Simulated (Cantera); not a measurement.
## Thermodynamics of aluminium nitride and oxide growth, feed AlCl3 + NH3 + H2

A closed system holds: 1 mol AlCl3, 390 mol NH3, 12 mol H2, at 15.0 Pa.

Equilibrium computed with Cantera from the NASA thermochemical tables; the gas is ideal and each condensed phase is pure. Candidate condensed phases: Al, AlCl3, AlN, NH4Cl; 20 gas species. Equilibrium is a limit: real reactors are often held back by kinetics, nucleation or transport.

From 577 °C to 977 °C the condensed part is AlN(s). From 1177 °C to 1777 °C nothing is condensed. The main Al-bearing gas is AlCl3 at 577 °C and Al at 1777 °C.

```
T (°C)   x H2   x N2       x H    x HCl    x AlCl      x Al  n AlN(s)
------  -----  -----  --------  -------  --------  --------  --------
577     0.751  0.245   1.45e-9  0.00378  1.55e-11    <1e-12     0.999
777     0.751  0.245   5.74e-7  0.00378   2.22e-7    <1e-12     0.998
977     0.751  0.245   3.42e-5  0.00363  0.000137   2.42e-9     0.887
1177    0.750  0.246  0.000669  0.00251   0.00125   1.47e-6         0
1377    0.745  0.245   0.00640  0.00252   0.00123   2.61e-5         0
1577    0.718  0.241    0.0373  0.00258   0.00103  0.000205         0
1777    0.622  0.228     0.146  0.00253  0.000534  0.000631         0
```
x: gas mole fraction; n: condensed amount in mol.
